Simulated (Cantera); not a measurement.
**Reactions in the system C-H-O-Ta**

Standard-state values (1 bar) from the NASA 1993 polynomials, evaluated with Cantera. Values are per mole of reaction as written; species without (g) are pure solids or liquids, kept so even where they would boil at 1 bar.

8 CO₂(g) + 9 Ta + 2 C₂H₅OH(g) → 9 TaO₂(g) + 6 C₂H₂(g)

```csv
T (K),ΔH° (kJ),ΔS° (J/K),ΔG° (kJ),log10 K
300,3179.7,1083.2,2854.7,-497.04
1100,3156.1,1056.8,1993.5,-94.66
1250,3145.0,1047.4,1835.7,-76.71
1400,3132.5,1038.0,1679.3,-62.65
1550,3118.9,1028.8,1524.3,-51.37
1700,3104.1,1019.7,1370.7,-42.11
1850,3088.3,1010.8,1218.4,-34.40
2000,3071.6,1002.1,1067.4,-27.88
2150,3053.8,993.5,917.8,-22.30
2300,3035.0,985.0,769.4,-17.47
2450,3014.9,976.6,622.2,-13.27
```
